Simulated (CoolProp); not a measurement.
A closed Brayton cycle with carbon dioxide: compressor inlet 315.15 K and 8.1 MPa, high pressure 26.9 MPa, turbine inlet 655 K, compressor efficiency 0.89, turbine efficiency 0.85, recuperator effectiveness 0.9 (on enthalpy, no pinch check). Each further row changes one setting.

Computed with CoolProp (reference Helmholtz-energy equation of state, Span 1996).

```tsv
case	thermal efficiency (%)	net work (kJ/kg)	compressor to turbine work	compressor exit (K)	turbine exit (K)
as stated	25.7	57.1	0.48	403.8	535.3
turbine inlet 605 K	22.3	45.7	0.54	403.8	489.4
compressor inlet 325.15 K	23.0	47.2	0.57	426.0	535.3
high pressure 22.9 MPa	25.8	53.3	0.45	391.7	551.0
recuperator effectiveness 0.5	20.2	57.1	0.48	403.8	535.3
```
